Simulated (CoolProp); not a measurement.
A single-stage vapour-compression cycle with the fluid: evaporating at 311.15 K (dew point), condensing at 350.15 K (bubble point), superheat 2 K, subcooling 5 K, compressor efficiency 0.8, no pressure losses. The same conditions are run with several fluids, on thermodynamics alone (safety and materials aside).

Values from CoolProp's reference Helmholtz-energy equation of state of each fluid (neopentane: Lemmon 2006; R134a: Tillner-Roth 1994; R1336mzz(Z): McLinden 2020; n-butane: Bücker 2006; sulfur dioxide: Gao 2016; R11: Jacobsen 1992).

```
fluid           cooling COP  pressure ratio  discharge temperature (K)  refrigerating effect (kJ/kg)  volumetric capacity (kJ/m³)
--------------  -----------  --------------  -------------------------  ----------------------------  ---------------------------
neopentane             5.25            2.71                      350.1                           211                          ___
R134a                  4.80            2.56                        ___                           113                         5290
R1336mzz(Z)             ___            3.33                      350.1                           120                          961
n-butane               5.36            2.65                      350.2                           262                          ___
sulfur dioxide         5.55            2.83                        ___                           ___                          ___
R11                    5.75            2.97                      361.2                           146                          ___
```

**Question.** What belongs in the gaps?

**Answer.** 
- neopentane, volumetric capacity (kJ/m³): 1620
- R134a, discharge temperature (K): 359.6
- R1336mzz(Z), cooling COP: 5.41
- n-butane, volumetric capacity (kJ/m³): 2310
- sulfur dioxide, discharge temperature (K): 402.0
- sulfur dioxide, refrigerating effect (kJ/kg): 294
- sulfur dioxide, volumetric capacity (kJ/m³): 4720
- R11, volumetric capacity (kJ/m³): 1330

The compression ends wet for: neopentane; R1336mzz(Z); n-butane.
